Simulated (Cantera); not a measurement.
A Cantera script and what it prints.

```python
import numpy as np
import cantera as ct

gas_names = """
    CL CL2 H HCL H2 N NH NH2 NH3 N2 N2H2 N2H4 Si SiCL SiCL2 SiCL3 SiCL4 SiH SiHCL3 SiH2 SiH2CL2 SiH3
    SiH3CL SiH4 SiN Si2 Si2N Si3
""".split()
cond_names = """
    NH4CL(a) NH4CL(b) Si(cr) Si(L) Si3N4(a)
""".split()


# ... load() reads the species with a 1 bar reference pressure and builds the phases ...
atoms = {
    'SiH2Cl2': {'Si': 1, 'H': 2, 'CL': 2},
    'Cl2': {'CL': 2},
    'N2': {'N': 2},
}
top_T = {'Si3N4(a)': 2400}  # K; cautious upper limits of use, not melting points


# ... equilibrate(T, P, feed) seeds the gas with the atoms and calls Mixture.equilibrate('TP', solver="vcs", rtol=1e-11, max_steps=5000) ...
results = []
T = 1350  # K
P = 2900  # Pa
for m in [33, 57, 80, 100, 130, 150, 180, 200, 220, 250, 270, 290]:
    feed = {'SiH2Cl2': 1, 'Cl2': 0.36, 'N2': m}  # mol
    mix = equilibrate(T, P, feed)
    results.append((T, P, feed, dict(zip(mix.species_names, mix.species_moles))))

top = {s: max(r[3][s] / sum(r[3][g] for g in gas_names) for r in results) for s in gas_names}
cols = sorted((s for s in top if top[s] > 1e-05), key=lambda s: -top[s])[:5]
seen = [c for c in cond_names if any(r[3].get(c, 0) > 1e-12 for r in results)]
print("log10 of partial pressures in bar; condensed amounts in mol")
print(f"{'n(N2)':>10s}" + "".join(f"{s[:9]:>10s}" for s in cols + seen))
for T, P, feed, n in results:
    ng = sum(n[g] for g in gas_names)
    print(f"{feed['N2']:10.4g}" + "".join(f"{np.log10(max(n[s] / ng * P / 1e5, 1e-99)):10.3f}" for s in cols)
          + "".join(f"{n.get(c, 0):10.4g}" for c in seen))
```

Result:

```
log10 of partial pressures in bar; condensed amounts in mol
     n(N2)        N2       HCL     SiCL4        H2     SiCL2  Si3N4(a)
        33    -1.565    -2.867    -3.772    -3.806    -4.270     0.227
        57    -1.554    -3.082    -4.049    -4.100    -4.413    0.2289
        80    -1.549    -3.218    -4.226    -4.285    -4.503    0.2296
       100    -1.547    -3.308    -4.345    -4.408    -4.563    0.2298
       130    -1.545    -3.415    -4.486    -4.553    -4.634    0.2298
       150    -1.544    -3.474    -4.564    -4.632    -4.673    0.2297
       180    -1.543    -3.550    -4.664    -4.733    -4.724    0.2295
       200    -1.542    -3.593    -4.723    -4.791    -4.753    0.2294
       220    -1.542    -3.633    -4.776    -4.844    -4.780    0.2292
       250    -1.541    -3.686    -4.848    -4.914    -4.816    0.2289
       270    -1.541    -3.718    -4.891    -4.957    -4.838    0.2287
       290    -1.541    -3.748    -4.932    -4.996    -4.859    0.2284
```

Equilibrium computed with Cantera from the NASA thermochemical tables; the gas is ideal and each condensed phase is pure. N2 is the only nitrogen source here; it is nearly inert below about 1500 K, so the nitride shown seldom forms there in practice. The tables' values for SiCl3 are old estimates; treat these amounts as uncertain.
